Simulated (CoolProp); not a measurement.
Carbon monoxide along the isobar 20300 kPa: density (kg/m³) from the reference equation and from simpler models built on Tc = -140.3 °C, pc = 3498 kPa, ω = 0.050; each cubic takes its own stable root.

The numbers come from the reference Helmholtz-energy equation of state, Lemmon 2006 in CoolProp. It is a short technical equation, of lower accuracy than the large ones.

| T (°C) | phase | reference | van der Waals | Redlich-Kwong | Soave-Redlich-Kwong | Peng-Robinson |
|---|---|---|---|---|---|---|
| -193.65 | liquid | 841.0 | 594.7 | 848.6 | 845.7 | 948.1 |
| -176.95 | liquid | 783.2 | 567.1 | 790.5 | 790.2 | 885.9 |
| -160.35 | liquid | 723.2 | 538.3 | 727.3 | 728.3 | 815.2 |
| -143.75 | liquid | 659.7 | 508.1 | 659.8 | 660.2 | 735.9 |
| -127.05 | supercritical | 592.4 | 476.4 | 589.5 | 587.2 | 649.9 |
| -110.45 | supercritical | 524.1 | 443.9 | 520.6 | 514.2 | 563.8 |
| -93.75 | supercritical | 458.3 | 410.8 | 456.5 | 446.1 | 484.5 |
| -77.15 | supercritical | 400.5 | 378.3 | 401.4 | 388.4 | 418.4 |
| -60.55 | supercritical | 352.7 | 347.3 | 355.8 | 341.9 | 366.1 |
| -43.85 | supercritical | 314.3 | 318.5 | 318.8 | 305.0 | 324.9 |
| -27.25 | supercritical | 283.8 | 292.8 | 289.1 | 276.0 | 292.7 |
| -10.65 | supercritical | 259.2 | 270.1 | 264.8 | 252.5 | 266.8 |
| 6.05 | supercritical | 238.8 | 250.3 | 244.6 | 233.2 | 245.5 |
| 22.65 | supercritical | 222.0 | 233.2 | 227.6 | 217.1 | 227.8 |
